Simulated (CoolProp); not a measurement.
Properties of sulfur hexafluoride along the isotherm 11.55 °C.

Values from CoolProp's reference Helmholtz-energy equation of state, Guder 2009.

```json
[
 {"p (MPa)": "0.704", "phase": "gas", "speed of sound (m/s)": "122.4", "isothermal compressibility (1/MPa)": "1.592"},
 {"p (MPa)": "1.41", "phase": "gas", "speed of sound (m/s)": "108.0", "isothermal compressibility (1/MPa)": "0.9789"},
 {"p (MPa)": "2.11", "phase": "liquid", "speed of sound (m/s)": "275.9", "isothermal compressibility (1/MPa)": "0.01528"},
 {"p (MPa)": "2.82", "phase": "liquid", "speed of sound (m/s)": "289.0", "isothermal compressibility (1/MPa)": "0.01349"},
 {"p (MPa)": "3.52", "phase": "liquid", "speed of sound (m/s)": "300.8", "isothermal compressibility (1/MPa)": "0.01214"},
 {"p (MPa)": "4.22", "phase": "liquid", "speed of sound (m/s)": "311.6", "isothermal compressibility (1/MPa)": "0.01106"},
 {"p (MPa)": "4.93", "phase": "liquid", "speed of sound (m/s)": "321.8", "isothermal compressibility (1/MPa)": "0.01016"},
 {"p (MPa)": "5.63", "phase": "liquid", "speed of sound (m/s)": "331.3", "isothermal compressibility (1/MPa)": "0.009420"}
]
```
